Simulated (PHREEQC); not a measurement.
Model water analysis in mg/kgw, 28 °C, pH 6.39, pe 10.7:

| constituent | mg/kgw |
|---|---|
| Na | 1.89 |
| K | 2.04 |
| Ca | 7.46 |
| Mg | 1.14 |
| Cl | 7.3 |
| S(6) as SO4 | 8.26 |
| Alkalinity as HCO3 | 13.9 |
| Pb | 0.872 |
| Ba | 0.0244 |
| B | 0.0137 |

Valence states are taken as typed.

Computed with PHREEQC (ion-association model, phreeqc.dat).

No solid was allowed to form.

Task: Estimate the charge-balance error.

Result: charge-balance error 0.3 %.

Task: In which forms is Pb present?

Result: Pb+2 61 %, PbCO3 24 %, PbHCO3+ 9.5 %, PbOH+ 2.6 %, PbSO4 2.2 % of the Pb.
